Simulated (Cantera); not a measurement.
Cantera run, input and output.

```python
import numpy as np
import cantera as ct

gas = ct.Solution("gri30.yaml", transport_model="mixture-averaged")
show = ['NO', 'H2O', 'CH4']

rows = []
print(f"{'T/K':>7s}{'rho':>11s}{'cp':>10s}{'mu':>11s}{'lambda':>11s}{'Pr':>7s}" + "".join(f"{'D_' + s:>11s}" for s in show))
for T in [400, 500, 600, 700, 800, 900, 1000, 1100]:
    gas.TPX = T, 560, {'C2H2': 0.33, 'C2H6': 0.8}
    Pr = gas.cp_mass * gas.viscosity / gas.thermal_conductivity
    D = [gas.mix_diff_coeffs_mole[gas.species_index(s)] for s in show]
    rows.append([gas.density, gas.cp_mass, gas.viscosity, gas.thermal_conductivity, Pr, *D])
    print(f"{T:7g}{gas.density:11.4e}{gas.cp_mass:10.1f}{gas.viscosity:11.4e}"
          f"{gas.thermal_conductivity:11.4e}{Pr:7.3f}" + "".join(f"{d:11.4e}" for d in D))
print("SI units: kg/m3, J/kg/K, Pa s, W/m/K, m2/s")
```

Output:

```
    T/K        rho        cp         mu     lambda     Pr       D_NO      D_H2O      D_CH4
    400 4.8650e-03    2104.4 1.2656e-05 3.5622e-02  0.748 4.5951e-03 4.9674e-03 5.0219e-03
    500 3.8920e-03    2458.0 1.5358e-05 5.0170e-02  0.752 6.8248e-03 7.6829e-03 7.5127e-03
    600 3.2433e-03    2777.4 1.7829e-05 6.5325e-02  0.758 9.3775e-03 1.0885e-02 1.0374e-02
    700 2.7800e-03    3053.1 2.0118e-05 8.0640e-02  0.762 1.2230e-02 1.4531e-02 1.3577e-02
    800 2.4325e-03    3286.8 2.2259e-05 9.5888e-02  0.763 1.5364e-02 1.8588e-02 1.7101e-02
    900 2.1622e-03    3491.8 2.4278e-05 1.1094e-01  0.764 1.8766e-02 2.3029e-02 2.0928e-02
   1000 1.9460e-03    3692.6 2.6194e-05 1.2574e-01  0.769 2.2423e-02 2.7832e-02 2.5045e-02
   1100 1.7691e-03    3856.6 2.8024e-05 1.4024e-01  0.771 2.6327e-02 3.2979e-02 2.9440e-02
SI units: kg/m3, J/kg/K, Pa s, W/m/K, m2/s
```

Model: GRI-Mech 3.0 (53 species, 325 reactions), integrated in Cantera. The composition is frozen, though it would react at the higher temperatures.
